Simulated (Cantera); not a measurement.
## Diamond growth

A diamond (100) surface in a fixed gas of H2 with x(CH4) = 0.011, x(H) = 0.016, at 1175 K, 105 Torr; coverages are run to steady state.

Detailed kinetics in Cantera: the Harris–Goodwin 1993 mechanism for the reconstructed diamond (100) surface.

```json
[
 {"x(CH3)": "1e-06", "growth (µm/h)": "0.121", "θ c6HH": "0.456", "θ c6H*": "0.0362", "θ c6*H": "0.481", "θ c6**": "0.0274", "θ c6HM": "1.49e-5"},
 {"x(CH3)": "2.4e-06", "growth (µm/h)": "0.291", "θ c6HH": "0.456", "θ c6H*": "0.0362", "θ c6*H": "0.481", "θ c6**": "0.0274", "θ c6HM": "3.58e-5"},
 {"x(CH3)": "5.7e-06", "growth (µm/h)": "0.692", "θ c6HH": "0.455", "θ c6H*": "0.0362", "θ c6*H": "0.481", "θ c6**": "0.0274", "θ c6HM": "8.50e-5"},
 {"x(CH3)": "1.4e-05", "growth (µm/h)": "1.70", "θ c6HH": "0.455", "θ c6H*": "0.0362", "θ c6*H": "0.481", "θ c6**": "0.0274", "θ c6HM": "0.000209"},
 {"x(CH3)": "3.3e-05", "growth (µm/h)": "4.00", "θ c6HH": "0.455", "θ c6H*": "0.0362", "θ c6*H": "0.480", "θ c6**": "0.0274", "θ c6HM": "0.000492"},
 {"x(CH3)": "7.9e-05", "growth (µm/h)": "9.57", "θ c6HH": "0.455", "θ c6H*": "0.0362", "θ c6*H": "0.480", "θ c6**": "0.0273", "θ c6HM": "0.00118"},
 {"x(CH3)": "0.00019", "growth (µm/h)": "22.9", "θ c6HH": "0.454", "θ c6H*": "0.0361", "θ c6*H": "0.478", "θ c6**": "0.0272", "θ c6HM": "0.00282"},
 {"x(CH3)": "0.00045", "growth (µm/h)": "53.9", "θ c6HH": "0.451", "θ c6H*": "0.0358", "θ c6*H": "0.475", "θ c6**": "0.0269", "θ c6HM": "0.00662"},
 {"x(CH3)": "0.0011", "growth (µm/h)": "129", "θ c6HH": "0.445", "θ c6H*": "0.0353", "θ c6*H": "0.468", "θ c6**": "0.0262", "θ c6HM": "0.0159"}
]
```
θ: site fractions in the mechanism's names (c6HH fully hydrogenated, c6H* and c6*H radical sites, c6** diradical, c6HM methylated).
